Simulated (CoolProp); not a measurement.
Vapour-liquid equilibrium of propane (1) + toluene (2) at 73.1 kPa; x and y are mole fractions of (1).

Values from CoolProp's multi-fluid Helmholtz-energy mixture model, Lemmon 2009 and Lemmon 2006; pair parameters Bell 2016.

| x | bubble temperature (K) | y at the bubble point | dew temperature at overall composition x (K) | liquid density (mol/L) |
|---|---|---|---|---|
| 0.05 | 290.6 | 0.966 | 370.9 | 9.555 |
| 0.15 | 252.6 | 0.997 | 367.3 | 10.23 |
| 0.25 | ? | 0.999 | 363.3 | 10.65 |
| 0.35 | 235.3 | 0.999 | 358.9 | ? |
| 0.45 | 232.3 | 1.000 | 354.0 | 11.38 |
| 0.55 | 230.5 | 1.000 | 348.3 | 11.73 |
| 0.65 | 229.2 | 1.000 | 341.4 | 12.09 |
| 0.75 | 228.0 | 1.000 | 332.7 | 12.45 |
| 0.85 | 226.6 | 1.000 | 320.5 | 12.81 |
| 0.95 | 224.9 | 1.000 | 297.5 | ? |

Question: Fill in the missing entries.

Answer: 
- 0.25, bubble temperature (K): 240.8
- 0.35, liquid density (mol/L): 11.02
- 0.95, liquid density (mol/L): 13.17

No azeotrope shows between x = 0.05 and 0.95.

Pair parameters are fitted to limited data, so mixtures are less certain than the pure fluids. With so large a gap from Raoult's law the liquid may split in two, which this calculation doesn't test in full.
